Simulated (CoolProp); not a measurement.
Vapour-liquid equilibrium of propylene (1) + propane (2) at 8.93 kPa; x and y are mole fractions of (1).

The numbers come from the multi-fluid Helmholtz-energy mixture model, Lemmon 2013 and Lemmon 2009; pair parameters Bell 2016 in CoolProp.

Q: Give the bubble temperature and the first vapour's composition at x = 0.2, 0.65, 0.95. Is there an azeotrope?

A: x = 0.2: 186.2 K, y = 0.271; x = 0.65: 184.3 K, y = 0.706; x = 0.95: 183.5 K, y = 0.957. No azeotrope shows between x = 0.05 and 0.95.

Pair parameters are fitted to limited data, so mixtures are less certain than the pure fluids.
